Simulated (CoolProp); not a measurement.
Model: reference Helmholtz-energy equation of state, Setzmann 1991, in CoolProp.

### Question
For methane, give the phase and the cv (kJ/(kg K)), Prandtl number at 147.7 K and 5.02 MPa; 574.1 K and 2.48 MPa.

### Answer
- 147.7 K and 5.02 MPa: liquid; cv 1.93, Prandtl number 1.73
- 574.1 K and 2.48 MPa: gas; cv 2.66, Prandtl number 0.726

Viscosity comes from a separate model (Quiñones-Cisneros 2006). Thermal conductivity comes from a separate model (Friend 1989).
